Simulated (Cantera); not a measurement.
Cantera run:

```python
import numpy as np
import cantera as ct

gas_names = """
    H HO2 H2 H2O H2O2 Na NaH NaO NaOH Na2 Na2O Na2O2H2 O OH O2 O3
""".split()
cond_names = """
    H2O(s) H2O(L) Na(cr) Na(L) NaOH(a) NaOH(L) NaO2(s) Na2O(c) Na2O(a) Na2O(L) Na2O2(a) Na2O2(b)
""".split()


# ... load() reads the species with a 1 bar reference pressure and builds the phases ...
atoms = {
    'NaOH': {'Na': 1, 'O': 1, 'H': 1},
    'H2': {'H': 2},
}
top_T = {'NaO2(s)': 800, 'Na2O2(b)': 940}  # K; cautious upper limits of use, not melting points


# ... equilibrate(T, P, feed) seeds the gas with the atoms and calls Mixture.equilibrate('TP', solver="vcs", rtol=1e-11, max_steps=5000) ...
results = []
feed = {'NaOH': 1, 'H2': 0.064}  # mol
T = 1148.15  # K
P = 17  # Pa
mix = equilibrate(T, P, feed)
results.append((T, P, feed, dict(zip(mix.species_names, mix.species_moles))))
x = sorted(zip(gas.X, gas.species_names), reverse=True)
print(f"T = {T:g} K  P = {P:g} Pa  gas = {mix.phase_moles(0):.4g} mol")
print("   x: " + "  ".join(f"{s} {v:.3e}" for v, s in x if v > 0.001))
print("   condensed (mol): " + ("  ".join(f"{mix.phase(i).name} {mix.phase_moles(i):.4g}"
      for i in range(1, mix.n_phases) if mix.phase_moles(i) > 1e-12) or "none"))
```

Result:

```
T = 1148.15 K  P = 17 Pa  gas = 1.129 mol
   x: NaOH 7.614e-01  Na 1.183e-01  H2O 1.159e-01  Na2O2H2 3.116e-03  O2 1.227e-03
   condensed (mol): none
```

Method: chemical equilibrium by Gibbs-energy minimisation in Cantera with the NASA 1993 tables (ideal gas, pure condensed phases).
